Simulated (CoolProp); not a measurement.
Vapour-liquid equilibrium of CH2F2 (R32) (1) + fluoroethane (R161) (2) at 19.3 kPa; x and y are mole fractions of (1).

Computed with CoolProp (multi-fluid Helmholtz-energy mixture model, Tillner-Roth 1997 and Wu 2012; pair parameters Bell 2016).

| x | bubble temperature, mixture model (K) | bubble temperature, Raoult's law (K) | y, mixture model | y, Raoult's law |
|---|---|---|---|---|
| 0.05 | 203.5 | 204.1 | 0.126 | 0.099 |
| 0.125 | 201.9 | 202.9 | [?] | 0.230 |
| 0.2 | 200.6 | 201.8 | 0.382 | 0.344 |
| 0.275 | 199.5 | 200.8 | 0.471 | 0.443 |
| 0.35 | 198.6 | 199.9 | 0.547 | 0.531 |
| 0.425 | [?] | 199.0 | [?] | 0.609 |
| 0.5 | 197.1 | 198.2 | 0.672 | 0.679 |
| 0.575 | 196.5 | 197.4 | 0.727 | 0.741 |
| 0.65 | 195.9 | 196.6 | 0.779 | 0.798 |
| 0.725 | 195.4 | 195.9 | [?] | 0.849 |
| 0.8 | 194.8 | 195.3 | 0.876 | 0.895 |
| 0.875 | 194.4 | 194.6 | [?] | 0.937 |
| 0.95 | [?] | 194.0 | 0.969 | 0.976 |

Problem. Some entries are withheld; supply them.

Solution. 
- 0.125, y, mixture model: 0.271
- 0.425, bubble temperature, mixture model (K): 197.8
- 0.425, y, mixture model: 0.613
- 0.725, y, mixture model: 0.828
- 0.875, y, mixture model: 0.923
- 0.95, bubble temperature, mixture model (K): 193.9

The largest gap from Raoult's law is -1.3 K in bubble temperature, at x = 0.275. No azeotrope shows between x = 0.05 and 0.95.

The pair parameters rest on a limited set of measurements; away from them the model extrapolates.
